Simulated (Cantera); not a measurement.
An adiabatic, constant-pressure homogeneous reactor starts with CH4 : O2 : N2 = 1 : 1.18 : 4.42 (molar parts), equivalence ratio 1.7, at 1248 K and 3900 Torr.

Detailed kinetics in Cantera: GRI-Mech 3.0 (53 species, 325 reactions).

x: mole fraction; the columns are a selection and need not sum to one.

```
t (s)     T (K)     x CH4     x O2      x NO       x O     x N2O      x H2    x C2H2
--------  -----  --------  -------  --------  --------  --------  --------  --------
1.00e-6    1248     0.152    0.179    <1e-12  7.74e-12    <1e-12  1.70e-10    <1e-12
3.74e-6    1248     0.152    0.179    <1e-12  1.55e-11    <1e-12  7.77e-10    <1e-12
1.40e-5    1248     0.152    0.179    <1e-12  4.76e-11    <1e-12       ___    <1e-12
5.23e-5    1248     0.152    0.179    <1e-12  2.25e-10  1.60e-12   4.73e-8    <1e-12
0.000196   1248     0.151    0.179    <1e-12   1.42e-9  1.50e-11   1.12e-6    <1e-12
0.000731   1248     0.151    0.179    <1e-12       ___  8.67e-11       ___  6.71e-11
0.00273    1252     0.150    0.178    <1e-12   6.36e-9  7.16e-10  0.000144   5.84e-9
0.0102     2508  7.78e-11  1.50e-5  0.000179   2.57e-5   1.92e-8     0.110    <1e-12
0.0382     2508  7.77e-11  1.50e-5  0.000172   2.57e-5   1.89e-8     0.110    <1e-12
0.143      2508  7.77e-11  1.50e-5  0.000172   2.57e-5   1.89e-8     0.110    <1e-12
0.535      2508  7.77e-11  1.50e-5  0.000172   2.57e-5   1.89e-8     0.110    <1e-12
2.00       2508  7.77e-11  1.50e-5  0.000172   2.57e-5   1.89e-8     0.110    <1e-12
```

Question: Complete the blanks.

Answer: 
- 1.40e-5, x H2: 4.42e-9
- 0.000731, x O: 2.59e-9
- 0.000731, x H2: 1.32e-5
